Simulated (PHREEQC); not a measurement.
Solution (52 °C): 120 mmol/kgw CuSO4, 0.59 mmol/kgw CuCl2 and 0.92 mmol/kgw HCl. Closed to the air; pH follows from the charge balance.

Model: ion-association model, wateq4f.dat, run in PHREEQC.

Question: The ionic strength comes out as 0.237 mol/kgw. What activity coefficients do H+, HSO4-, SO4-2, CuCl+, Cu2(OH)2+2 get?

Answer: H+ 0.78, HSO4- 0.71, SO4-2 0.26, CuCl+ 0.69, Cu2(OH)2+2 0.28.

This is a speciation only: nothing precipitates in the calculation. Away from 25 °C the constants follow the database's enthalpies or fits; those with neither stay at their 25 °C values.
